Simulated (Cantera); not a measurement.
Feed: 1 mol Fe2O3, 0.61 mol Cl2, 0.23 mol H2, equilibrated at 1723.15 K and 82.5 Torr.

Cantera equilibrium calculation (NASA polynomials, part measured and part estimated; ideal gas, pure solids and liquids). Candidate condensed phases: Fe, FeCl2, FeCl3, FeO, Fe(OH)2, Fe(OH)3, Fe2O3, Fe3O4, H2O; 22 gas species. The numbers say what is thermodynamically allowed, not how fast it happens.

Base state: O2 0.311, HCl 0.294, FeCl2 0.286, Cl 0.0573, H2O 0.0347, FeCl3 0.00894, Cl2 0.00770, OH 0.000479 (mole fractions); condensed: Fe3O4(s).

Q: What changes in the equilibrium state with this change: temperature from 1723.15 K to 925 K?

A: 
| species | before | after |
|---|---|---|
| HCl | 0.294 | 0.526 |
| Cl2 | 0.00770 | 0.438 |
| FeCl3 | 0.00894 | 0.0168 |
| O2 | 0.311 | 0.00753 |
| FeCl2 | 0.286 | 9.28e-5 |
| Cl | 0.0573 | 0.000231 |
| H2O | 0.0347 | 0.0110 |
| O | 9.57e-5 | <1e-9 |
| OH | 0.000479 | 5.90e-9 |
| Fe3O4(s), mol | 0.543 | 0 |
| Fe2O3(s), mol | 0 | 0.993 |
